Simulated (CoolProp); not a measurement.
Properties of C2F6 (R116) at several states (Tc = 19.9 °C, pc = 30.48 bar, ω = 0.257).

Values from CoolProp's reference Helmholtz-energy equation of state, Lemmon 2006. It is a short technical equation, of lower accuracy than the large ones.

```
T (°C)  p (bar)   phase  cv (kJ/(kg K))  Joule-Thomson coefficient (K/MPa)  isothermal compressibility (1/MPa)  expansivity (1/kK)  conductivity (mW/(m K))
------  -------  ------  --------------  ---------------------------------  ----------------------------------  ------------------  -----------------------
140.85    0.258     gas          0.8662                         (withheld)                               38.79               2.423                     23.8
-52.75     46.2  liquid          0.6638                            -0.2200                            0.004129               3.041                     69.0
-42.85     78.1  liquid      (withheld)                            -0.2051                            0.004372               3.016                     67.5
3.95        9.2     gas          0.6996                              12.07                               1.283               5.878                     13.7
53.15      8.22     gas          0.7625                              6.906                               1.304               3.865                     17.2
-5.25       114  liquid          0.7303                         (withheld)                            0.007545               3.602                     58.3
```

Problem. Fill in the missing entries.

Solution. 
- 140.85, Joule-Thomson coefficient (K/MPa): 3.468
- -42.85, cv (kJ/(kg K)): 0.6782
- -5.25, Joule-Thomson coefficient (K/MPa): -0.02422

Thermal conductivity comes from a separate model (Huber 2003), an estimate that may be off by 10 % or more.
